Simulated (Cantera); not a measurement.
# Stirred combustor or abatement burner

A perfectly stirred reactor is fed with CH4 : O2 : N2 = 1 : 2.35 : 8.85 (molar parts), at 1.00 bar; it is adiabatic with a 550 K inlet, and is followed from long to short residence time, starting on the burning branch (τ in s: 0.03, 0.017, 0.0092, 0.0051, 0.0028, 0.0016, 0.00088, 0.00049, 0.00027, 0.00015, 8.4e-05, 4.7e-05, 2.6e-05).

Detailed kinetics in Cantera: GRI-Mech 3.0 (53 species, 325 reactions).

```
τ (s)    T (K)     x CH4    x O2     x CO     x C2H     x H2       x H   x CO2
-------  -----  --------  ------  -------  --------  -------  --------  ------
0.030     2209   7.44e-6  0.0300  0.00487  5.50e-12  0.00184  0.000417  0.0766
0.017     2197   1.17e-5  0.0305  0.00577  1.18e-11  0.00219  0.000551  0.0757
0.0092    2178   1.84e-5  0.0313  0.00717  2.39e-11  0.00276  0.000796  0.0741
0.0051    2152   2.81e-5  0.0324  0.00893  4.31e-11  0.00350   0.00118  0.0722
0.0028    2119   4.32e-5  0.0336   0.0111  7.45e-11  0.00445   0.00177  0.0698
0.0016    2083   6.51e-5  0.0350   0.0134  1.22e-10  0.00549   0.00255  0.0673
0.00088   2038  0.000103  0.0368   0.0161  2.11e-10  0.00672   0.00364  0.0642
0.00049   1989  0.000168  0.0388   0.0190  3.76e-10  0.00797   0.00495  0.0610
0.00027   1935  0.000287  0.0413   0.0224  7.27e-10  0.00922   0.00639  0.0571
0.00015   1877  0.000522  0.0447   0.0266   1.55e-9   0.0104   0.00759  0.0522
8.4e-5    1812   0.00107  0.0501   0.0328   3.85e-9   0.0115   0.00794  0.0450
4.7e-5     550    0.0820   0.193   <1e-12    <1e-12   <1e-12    <1e-12  <1e-12
2.6e-5     550    0.0820   0.193   <1e-12    <1e-12   <1e-12    <1e-12  <1e-12
```
x: mole fraction; the columns are a selection and need not sum to one.
